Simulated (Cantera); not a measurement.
Input: 1 mol FeCl3, 5.3 mol H2O, 0.1 mol N2, equilibrated at 1800 K and 0.100 bar.

These are equilibrium values from Cantera (NASA tables, ideal gas, pure condensed phases), not measurements of a reactor. Candidate condensed phases: Fe, FeCl2, FeCl3, FeO, Fe(OH)2, Fe(OH)3, Fe2O3, Fe3O4, H2O, NH4Cl; 37 gas species. Equilibrium is a limit: real reactors are often held back by kinetics, nucleation or transport.

Base state: H2O 0.590, HCl 0.316, FeCl2 0.0489, O2 0.0173, N2 0.0141, Cl 0.00992, OH 0.00160, H2 0.000765 (mole fractions); condensed: Fe3O4(s).

**Question.** What changes in the equilibrium state with this change: FeCl3 replaced by MgF2?

**Answer.** 
```tsv
species	before	after
H2O	0.590	0.668
HF	0	0.310
N2	0.0141	0.0156
HCl	0.316	0
FeCl2	0.0489	0
O2	0.0173	0.00133
MgF2	0	0.000934
Cl	0.00992	0
FeCl3	0.000119	0
Fe3O4(s), mol	0.218	0
MgO(s), mol	0	0.994
```
Further candidate phases: Mg, MgF2, MgO, Mg(OH)2.
